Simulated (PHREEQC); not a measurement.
1 kg of water holding 0.073 mol/kgw Na2CO3, 0.48 mol/kgw NaOH, 0.077 mol/kgw Na2SO4 and 0.025 mol/kgw NaCl is evaporated at 25 °C; the solids stay in contact with the brine. CO2 is held at log p = -3.4 (atm). Only these solids could form: Burkeite, Halite, Mirabilite, Nahcolite, Natron, Thenardite, Trona.

The series has 16 steps of water left (kg), from 1.003 to 0.05056.

Computed with PHREEQC (Pitzer model, pitzer.dat).

Q: Which solids form, in which order, and at which step of the series does each first stand?

A: Trona from water left = 0.1193 kg (pH 10.09).
